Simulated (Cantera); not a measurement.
A closed system holds: 1 mol Si₃N₄, 0.49 mol O₂, 11 mol N₂, at 2000 Pa.

Method: chemical equilibrium by Gibbs-energy minimisation in Cantera with the NASA 1993 tables (ideal gas, pure condensed phases). Candidate condensed phases: Si, SiO₂, Si₂N₂O, Si₃N₄; 16 gas species. Mutual solubility and eutectic melting of coexisting phases are not modelled. The numbers say what is thermodynamically allowed, not how fast it happens.

Which condensed phases are stable at each of these points (T (K)): 1623, 1698, 1773, 1848, 1923, 1998, 2073, 2148, 2223?


| T (K) | condensed phases | Si condensed (%) |
|---|---|---|
| 1623 | Si₂N₂O(s) + Si₃N₄(s) | 99.9 |
| 1698 | Si₂N₂O(s) + Si₃N₄(s) | 99.5 |
| 1773 | Si₂N₂O(s) + Si₃N₄(s) | 97.3 |
| 1848 | Si₂N₂O(s) + Si₃N₄(s) | 86.4 |
| 1923 | Si(l) | 66.9 |
| 1998 | Si(l) | 66.2 |
| 2073 | Si(l) | 64.7 |
| 2148 | Si(l) | 61.5 |
| 2223 | Si(l) | 55.1 |

From 1623 K to 1848 K the condensed part is Si₂N₂O(s) + Si₃N₄(s). From 1923 K to 2223 K the condensed part is Si(l).
